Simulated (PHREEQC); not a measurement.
1 kg of water holding 40 mmol/kgw NaCl, 45 mmol/kgw MgCl2, 3.9 mmol/kgw SrCl2 and 48 mmol/kgw CaCl2 is evaporated at 25 °C; the solids stay in contact with the brine. No CO2 enters from the air. The run lets Bischofite, Brucite, Halite, Portlandite, MgCl2_4H2O precipitate or redissolve, and no other solid.

Computed with PHREEQC (Pitzer model, pitzer.dat).

| water left (kg) | ionic strength | water activity | Halite (mol) |
|---|---|---|---|
| 1 | 0.331 | 0.994 | 0 |
| 0.6755 | 0.490 | 0.991 | 0 |
| 0.4563 | 0.725 | 0.987 | 0 |
| 0.3082 | 1.07 | 0.980 | 0 |
| 0.2082 | 1.59 | 0.970 | 0 |
| 0.1407 | 2.35 | 0.953 | 0 |
| 0.1156 | 2.86 | 0.941 | 0 |
| 0.07809 | 4.24 | 0.902 | 0 |
| 0.05275 | 6.27 | 0.833 | 0 |
| 0.03564 | 9.28 | 0.711 | 0 |
| 0.02407 | 12.8 | 0.566 | 0.0229 |
| 0.01627 | 18.0 | 0.356 | 0.0380 |

Halite from water left = 0.0293 kg.
